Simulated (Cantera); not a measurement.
A Cantera script and what it prints.

```python
import numpy as np
import cantera as ct

gas_names = """
    C CN CO CO2 C2 CCN CNC C2N2 C2O C3 C3O2 C4 C4N2 C5 Fe FeC5O5 FeO N NCO NO NO2 NO3 N2 N2O O O2 O3
""".split()
cond_names = """
    C(gr) Fe(a) Fe(c) Fe(d) Fe(L) FeC5O5(L) FeO(s) FeO(L) Fe2O3(s) Fe3O4(s)
""".split()


# ... load() reads the species with a 1 bar reference pressure and builds the phases ...
atoms = {
    'Fe': {'Fe': 1},
    'CO2': {'C': 1, 'O': 2},
    'N2': {'N': 2},
}
top_T = {'C(gr)': 4500, 'Fe2O3(s)': 1830, 'Fe3O4(s)': 1870}  # K; cautious upper limits of use, not melting points


# ... equilibrate(T, P, feed) seeds the gas with the atoms and calls Mixture.equilibrate('TP', solver="vcs", rtol=1e-11, max_steps=5000) ...
results = []
feed = {'Fe': 1, 'CO2': 0.017, 'N2': 210}  # mol
T = 1248.15  # K
P = 1700000  # Pa
mix = equilibrate(T, P, feed)
results.append((T, P, feed, dict(zip(mix.species_names, mix.species_moles))))
x = sorted(zip(gas.X, gas.species_names), reverse=True)
print(f"T = {T:g} K  P = {P:g} Pa  gas = {mix.phase_moles(0):.4g} mol")
print("   x: " + "  ".join(f"{s} {v:.3e}" for v, s in x if v > 0.001))
print("   condensed (mol): " + ("  ".join(f"{mix.phase(i).name} {mix.phase_moles(i):.4g}"
      for i in range(1, mix.n_phases) if mix.phase_moles(i) > 1e-12) or "none"))
```

Output:

```
T = 1248.15 K  P = 1.7e+06 Pa  gas = 210 mol
   x: N2 9.999e-01
   condensed (mol): Fe(c) 0.9858  FeO(s) 0.01424
```

Cantera equilibrium calculation (NASA polynomials, part measured and part estimated; ideal gas, pure solids and liquids). Mutual solubility and eutectic melting of coexisting phases are not modelled. The tables' stoichiometric FeO is somewhat more stable than real wüstite, so its field is too wide. FeO: taken at fixed stoichiometry.
